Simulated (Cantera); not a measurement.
A closed system holds: 1 mol MgCO3, 0.55 mol H2O, a varied amount of H2, equilibrated at 1450 K and 1 atm.

Cantera equilibrium calculation (NASA polynomials, part measured and part estimated; ideal gas, pure solids and liquids). Candidate condensed phases: C, C6H6, C7H8, C8H18, H2O, Mg, MgCO3, MgO, Mg(OH)2; 116 gas species. Kinetics and transport are ignored.

### Question
At 0.083 mol H2, list the 4 most abundant gas species with their mole fractions, and the condensed phases.

### Answer
CO2 0.573, H2O 0.377, CO 0.0398, H2 0.0110. Condensed: MgO(s).
